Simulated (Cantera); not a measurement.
What does this Cantera script print?

```python
import numpy as np
import cantera as ct

gas_names = """
    N2O O N NO N2
""".split()
cond_names = """
    V2O4(I) V2O4(II) V2O4(L) VN(s) V2O5(s) V2O5(L) V(cr) V(L)
""".split()


# ... load() reads the species with a 1 bar reference pressure and builds the phases ...
species = {s.name: s for s in load("nasa_gas.yaml", gas_names) + load("nasa_condensed.yaml", cond_names)}
# Each term lists the table entries of one substance; the one whose range holds T is used.
reactions = {
    'V2O4 + N2O(g) = 5 O(g) + 2 VN':
        [(-1, ['V2O4(I)', 'V2O4(II)', 'V2O4(L)']), (-1, ['N2O']), (5, ['O']), (2, ['VN(s)'])],
    '2 VN + 5 N2O(g) = 12 N(g) + V2O5':
        [(-2, ['VN(s)']), (-5, ['N2O']), (12, ['N']), (1, ['V2O5(s)', 'V2O5(L)'])],
    '2 V + 4 NO(g) = V2O4 + 2 N2(g)':
        [(-2, ['V(cr)', 'V(L)']), (-4, ['NO']), (1, ['V2O4(I)', 'V2O4(II)', 'V2O4(L)']), (2, ['N2'])],
}


def pick(names, T):
    return next(species[n] for n in names if species[n].thermo.min_temp <= T <= species[n].thermo.max_temp)


results = []
for label, terms in reactions.items():
    print(label)
    print("     T/K   dH/kJ  dS/(J/K)   dG/kJ   log10 K")
    for T in [300, 1823, 1848, 1873, 1898, 1923, 1948, 1973, 1998, 2023]:
        used = [(nu, pick(names, T)) for nu, names in terms]
        dH = sum(nu * s.thermo.h(T) for nu, s in used) / 1e6
        dS = sum(nu * s.thermo.s(T) for nu, s in used) / 1e3
        dG = dH - T * dS / 1e3
        logK = -dG * 1e6 / (ct.gas_constant * T * np.log(10))
        results.append((label, T, dH, dS, dG, logK, [s.name for _, s in used]))
        print(f"{T:8g} {dH:8.1f} {dS:8.1f} {dG:8.1f} {logK:8.2f}")
```

Result:

```
V2O4 + N2O(g) = 5 O(g) + 2 VN
     T/K   dH/kJ  dS/(J/K)   dG/kJ   log10 K
     300   2157.2    556.5   1990.3  -346.53
    1823   2034.2    475.0   1168.3   -33.48
    1848   2033.0    474.3   1156.5   -32.69
    1873   2031.9    473.7   1144.6   -31.92
    1898   2030.8    473.1   1132.8   -31.17
    1923   2029.7    472.6   1120.9   -30.45
    1948   2028.6    472.0   1109.1   -29.74
    1973   2027.5    471.5   1097.3   -29.05
    1998   2026.5    470.9   1085.6   -28.38
    2023   2025.4    470.4   1073.8   -27.73
2 VN + 5 N2O(g) = 12 N(g) + V2O5
     T/K   dH/kJ  dS/(J/K)   dG/kJ   log10 K
     300   4148.0    796.3   3909.1  -680.63
    1823   4293.5    985.8   2496.3   -71.53
    1848   4293.8    986.0   2471.7   -69.86
    1873   4294.1    986.1   2447.0   -68.24
    1898   4294.3    986.3   2422.4   -66.66
    1923   4294.6    986.4   2397.7   -65.13
    1948   4294.8    986.5   2373.1   -63.63
    1973   4295.0    986.6   2348.4   -62.17
    1998   4295.1    986.7   2323.7   -60.75
    2023   4295.3    986.8   2299.1   -59.36
2 V + 4 NO(g) = V2O4 + 2 N2(g)
     T/K   dH/kJ  dS/(J/K)   dG/kJ   log10 K
     300  -1792.3   -414.1  -1668.0   290.42
    1823  -1628.9   -278.9  -1120.4    32.10
    1848  -1627.3   -278.1  -1113.4    31.47
    1873  -1625.8   -277.3  -1106.5    30.86
    1898  -1624.3   -276.5  -1099.6    30.26
    1923  -1622.8   -275.7  -1092.7    29.68
    1948  -1621.3   -274.9  -1085.8    29.11
    1973  -1619.9   -274.2  -1078.9    28.56
    1998  -1618.5   -273.5  -1072.1    28.03
    2023  -1617.1   -272.8  -1065.2    27.50
```

Cantera with NASA thermochemical tables; ideal gases at 1 bar, condensed phases pure. VN: taken at fixed stoichiometry. Condensed species are held in their standard states even where they would react or evaporate.
